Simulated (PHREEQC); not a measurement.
A made-up water analysis in mg/kgw, 40 °C, pH 7.47:

| constituent | mg/kgw |
|---|---|
| Na | 5220 |
| K | 635 |
| Ca | 668 |
| Mg | 351 |
| Cl | 11100 |
| S(6) as SO4 | 39.6 |
| Alkalinity as HCO3 | 4.42 |
| Si as SiO2 | 5.53 |
| Sr | 3.34 |

Valence states are taken as typed.

The numbers come from PHREEQC with the Pitzer model, pitzer.dat.

```
quantity            before    after
-----------------  -------  -------
HCO3- (mol/kgw)    6.73e-5  6.81e-5
CO2 (mol/kgw)      3.04e-6  3.13e-6
H3SiO4- (mol/kgw)  1.17e-6  1.14e-6
CO3-2 (mol/kgw)    5.87e-7  5.70e-7
MgCO3 (mol/kgw)    3.53e-7  1.85e-7
```

Name the change that produced these shifts.
(A) pH from 7.47 to 6.97 at the same alkalinity
(B) pH from 7.47 to 6.47 at the same alkalinity
(C) Mg from 351 to 176 mg/kgw
(D) Cl from 11100 to 5550 mg/kgw

C, Mg from 351 to 176 mg/kgw

No solid was allowed to form. Away from 25 °C the constants follow the database's enthalpies or fits; those with neither stay at their 25 °C values.
